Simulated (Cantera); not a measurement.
A freely propagating, adiabatic, planar premixed flame of H₂ : O₂ : N₂ = 1 : 0.5 : 1.88 (molar parts), equivalence ratio 1.0, unburnt at 398 K and 2.10 bar; mixture-averaged transport, grid criteria slope 0.08 and curve 0.16, no radiation.

Cantera simulation using the H2/O2 subset of GRI-Mech 3.0, which has no nitrogen chemistry; the numbers are that mechanism's predictions, not measurements. The hydrogen kinetics of GRI-Mech 3.0 are dated; newer H2 mechanisms differ, most at raised pressure. Burning velocities carry a grid error of a few per cent, more on coarse grids.

How do the results move with these cheaper or finer settings: unity-Lewis-number transport; multicomponent transport; multicomponent+Soret transport; grid criteria slope 0.5, curve 1; grid criteria slope 0.25, curve 0.5; grid criteria slope 0.03, curve 0.06?


| setting | laminar burning velocity | thermal thickness | peak x(O) | peak x(HO₂) | grid points |
|---|---|---|---|---|---|
| as above | 358 cm/s | 0.150 mm | 0.00916 | 0.000705 | 113 |
| unity-Lewis-number transport | 264 cm/s | 0.130 mm | 0.00984 | 0.000489 | 106 |
| multicomponent transport | 352 cm/s | 0.149 mm | 0.00911 | 0.000707 | 113 |
| multicomponent+Soret transport | 323 cm/s | 0.146 mm | 0.00899 | 0.000700 | 113 |
| grid criteria slope 0.5, curve 1 | 388 cm/s | 0.180 mm | 0.00978 | 0.000646 | 41 |
| grid criteria slope 0.25, curve 0.5 | 367 cm/s | 0.162 mm | 0.00925 | 0.000694 | 53 |
| grid criteria slope 0.03, curve 0.06 | 357 cm/s | 0.148 mm | 0.00911 | 0.000710 | 244 |
Unity Lewis numbers drop preferential diffusion, which matters most where H2 and H carry the flame; Soret adds thermal diffusion.
